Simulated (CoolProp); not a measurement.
Vapour-liquid equilibrium of propylene (1) + R114 (2) at 328.3 K; x and y are mole fractions of (1).

Values from CoolProp's multi-fluid Helmholtz-energy mixture model, Lemmon 2013 and Platzer 1990; pair parameters Bell 2016. This equation is an older, rougher fit; its heat capacities, sound speeds and derivatives of the liquid may be far off and weren't checked against measurements.

**Question.** Give the bubble pressure and the first vapour's composition at x = 0.35, 0.5, 0.8. Is there an azeotrope?

**Answer.** x = 0.35: 1201 kPa, y = 0.657; x = 0.5: 1465 kPa, y = 0.757; x = 0.8: 1952 kPa, y = 0.902. No azeotrope shows between x = 0.05 and 0.95.

Pair parameters are fitted to limited data, so mixtures are less certain than the pure fluids.
